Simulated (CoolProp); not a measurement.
Properties of hydrogen sulfide along the isotherm 410.6 K.

Values from CoolProp's reference Helmholtz-energy equation of state, Lemmon 2006. It is a short technical equation, of lower accuracy than the large ones.

```csv
p (MPa),phase,density (kg/m³),speed of sound (m/s)
0.281,gas,2.827,359.9
0.562,gas,5.698,358.4
0.844,gas,8.626,356.9
1.12,gas,11.54,355.4
1.41,gas,14.65,353.8
1.69,gas,17.71,352.3
1.97,gas,20.82,350.7
2.25,gas,23.99,349.2
2.53,gas,27.22,347.6
2.81,gas,30.51,346.0
3.09,gas,33.86,344.5
3.37,gas,37.28,342.9
3.66,gas,40.91,341.2
3.94,gas,44.48,339.6
4.22,gas,48.13,338.0
4.5,gas,51.87,336.4
```
